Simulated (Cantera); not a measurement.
An isothermal, constant-pressure homogeneous reactor starts with CH₄ : N₂ = 1 : 1.5 (molar parts), at 1448 K and 0.0890 bar. Integrator tolerance rtol = 1e-08.

Detailed kinetics in Cantera: GRI-Mech 3.0 (53 species, 325 reactions). GRI-Mech 3.0 stops at C3 and has no aromatics, soot or wall deposition, so with more carbon than oxygen in the feed, carbon stays in small species such as C2H2 where larger ones or solid carbon would form.

What does this change do: pressure from 0.0890 bar to 0.0267 bar?


```tsv
quantity	before	after
x(CH₄) at 3.00 s	0.274 (gas-phase equilibrium 0.0110)	0.312 (gas-phase equilibrium 0.00346)
x(C₂H₆) at 3.00 s	0.000138 (gas-phase equilibrium 7.98e-7)	0.000148 (gas-phase equilibrium 7.72e-8)
x(CH₃) at 3.00 s	0.000160 (gas-phase equilibrium 1.07e-5)	0.000293 (gas-phase equilibrium 6.07e-6)
x(H₂) at 3.00 s	0.134 (gas-phase equilibrium 0.416)	0.0920 (gas-phase equilibrium 0.425)
x(C₂H) at 3.00 s	1.71e-9 (gas-phase equilibrium 6.03e-9)	1.84e-9 (gas-phase equilibrium 1.13e-8)
```
Radical loss at walls, strong at low pressure, is not modelled.
